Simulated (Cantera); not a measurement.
Thermodynamics of silicon carbide growth, feed SiH2Cl2 + C3H8 + H2

Charge: 1 mol SiH2Cl2, 0.47 mol C3H8, 130 mol H2, held at 0.133 bar.

These are equilibrium values from Cantera (NASA tables, ideal gas, pure condensed phases), not measurements of a reactor. Candidate condensed phases: C, C6H6, C7H8, C8H18, Si, SiC; 109 gas species. The numbers say what is thermodynamically allowed, not how fast it happens.

From 925 K to 1125 K the condensed part is SiC(s). From 1225 K to 2025 K the condensed part is C(graphite) + SiC(s). The main Si-bearing gas is SiCl4 at 925 K and SiCl2 at 2025 K.

```csv
T (K),x H2,x HCl,x H,x CH4,x C2H2 (acetylene),x SiCl4,x SiHCl3,n SiC(s),n C(graphite)
925,0.983,0.0129,7.07e-10,0.00363,1.93e-12,0.000432,0.000120,0.926,0
1025,0.982,0.0149,1.18e-8,0.00311,2.34e-10,2.03e-5,1.15e-5,0.995,0
1125,0.982,0.0150,1.21e-7,0.00307,1.55e-8,9.45e-7,1.08e-6,1.000,0
1225,0.983,0.0150,8.46e-7,0.00169,1.60e-7,1.28e-7,2.62e-7,1.000,0.184
1325,0.984,0.0149,4.44e-6,0.000867,8.38e-7,2.77e-8,9.33e-8,1.000,0.294
1425,0.985,0.0149,1.85e-5,0.000487,3.47e-6,7.48e-9,3.86e-8,0.999,0.344
1525,0.985,0.0149,6.43e-5,0.000295,1.19e-5,2.41e-9,1.80e-8,0.999,0.368
1625,0.985,0.0149,0.000192,0.000190,3.50e-5,8.96e-10,9.21e-9,0.999,0.376
1725,0.984,0.0149,0.000505,0.000129,9.07e-5,3.74e-10,5.11e-9,0.998,0.370
1825,0.984,0.0149,0.00120,9.14e-5,0.000211,1.72e-10,3.03e-9,0.997,0.343
1925,0.982,0.0148,0.00259,6.72e-5,0.000450,8.56e-11,1.89e-9,0.995,0.284
2025,0.979,0.0148,0.00522,5.08e-5,0.000886,4.55e-11,1.23e-9,0.990,0.174
```
x: gas mole fraction; n: condensed amount in mol.
